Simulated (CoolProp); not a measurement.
Vapour-liquid equilibrium of C3F8 (R218) (1) + c-C4F8 (RC318) (2) at 0.728 MPa; x and y are mole fractions of (1).

Computed with CoolProp (multi-fluid Helmholtz-energy mixture model, Lemmon 2006 and Platzer 1990; pair parameters Bell 2016). This equation is an older, rougher fit; its heat capacities, sound speeds and derivatives of the liquid may be far off and weren't checked against measurements.

| x | bubble temperature (K) | y at the bubble point | dew temperature at overall composition x (K) | liquid density (mol/L) |
|---|---|---|---|---|
| 0.05 | 326.8 | 0.066 | 327.0 | ? |
| 0.125 | 325.3 | 0.171 | 326.0 | 6.906 |
| 0.2 | 323.3 | 0.281 | ? | 6.951 |
| 0.275 | ? | 0.391 | 323.4 | 6.999 |
| 0.35 | 318.0 | 0.497 | 321.8 | 7.048 |
| 0.425 | 315.0 | 0.594 | 320.0 | 7.097 |
| 0.5 | ? | 0.682 | 317.9 | ? |
| 0.575 | 308.4 | 0.758 | ? | 7.185 |
| 0.65 | 305.1 | 0.822 | 313.0 | 7.219 |
| 0.725 | 302.0 | 0.875 | 309.9 | ? |
| 0.8 | 299.0 | 0.919 | 306.3 | 7.258 |
| 0.875 | 296.1 | 0.955 | 302.0 | 7.260 |
| 0.95 | 293.5 | 0.984 | 296.5 | 7.248 |

**Question.** Fill in the missing entries.

**Answer.** 
- 0.05, liquid density (mol/L): 6.865
- 0.2, dew temperature at overall composition x (K): 324.8
- 0.275, bubble temperature (K): 320.8
- 0.5, bubble temperature (K): 311.7
- 0.5, liquid density (mol/L): 7.143
- 0.575, dew temperature at overall composition x (K): 315.6
- 0.725, liquid density (mol/L): 7.244

No azeotrope shows between x = 0.05 and 0.95.

The pair parameters rest on a limited set of measurements; away from them the model extrapolates.
